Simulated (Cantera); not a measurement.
A closed system holds: 1 mol Ta2O5, 9.7 mol H2, equilibrated at 1577 °C and 56.3 Torr.

Equilibrium computed with Cantera from the NASA thermochemical tables; the gas is ideal and each condensed phase is pure. Candidate condensed phases: H2O, Ta, Ta2O5; 12 gas species. Mutual solubility and eutectic melting of coexisting phases are not modelled. Condensed phases not in the tables: N, O or C dissolved in the metal. Equilibrium is a limit: real reactors are often held back by kinetics, nucleation or transport.

Base state: H2 0.997, H 0.00196, H2O 0.000896 (mole fractions); condensed: Ta(s) + Ta2O5(s).

What changes in the equilibrium state with this change: temperature from 1577 °C to 1902 °C?


| species | before | after |
|---|---|---|
| H2 | 0.997 | 0.979 |
| H | 0.00196 | 0.0176 |
| H2O | 0.000896 | 0.00334 |
| TaO2 | 8.27e-7 | 0.000195 |
| TaO | 1.61e-7 | 4.00e-5 |
| Ta(s), mol | 0.00348 | 0.0125 |
| Ta2O5(s), mol | 0.998 | 0 |
| Ta2O5(l), mol | 0 | 0.993 |
